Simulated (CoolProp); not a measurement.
Toluene along the isobar 1950 kPa: fugacity coefficient from the reference equation and from simpler models built on Tc = 591.7 K, pc = 4126 kPa, ω = 0.266; each cubic takes its own stable root.

The numbers come from the reference Helmholtz-energy equation of state, Lemmon 2006 in CoolProp. It is a short technical equation, of lower accuracy than the large ones.

```json
[
 {"T (K)": "337.3", "phase": "liquid", "reference": "0.01191"},
 {"T (K)": "360.4", "phase": "liquid", "reference": "0.02672"},
 {"T (K)": "383.5", "phase": "liquid", "reference": "0.05312"},
 {"T (K)": "406.7", "phase": "liquid", "reference": "0.09591"},
 {"T (K)": "429.8", "phase": "liquid", "reference": "0.1592"},
 {"T (K)": "452.9", "phase": "liquid", "reference": "0.2466"},
 {"T (K)": "476", "phase": "liquid", "reference": "0.3605"},
 {"T (K)": "499.2", "phase": "liquid", "reference": "0.5020"},
 {"T (K)": "522.3", "phase": "liquid", "reference": "0.6677"}
]
```

Task: How far does each simpler model (van der Waals, Peng-Robinson) lie from the reference over these 9 states: mean and median of the absolute difference, and the worst?

Result: 
- van der Waals: mean 324.9 %, median 187.9 %, worst +1088.9 % at 337.3 K and 1950 kPa
- Peng-Robinson: mean 0.8 %, median 0.9 %, worst +1.3 % at 337.3 K and 1950 kPa

At some of these states van der Waals gives the other phase, because its saturation line lies elsewhere.
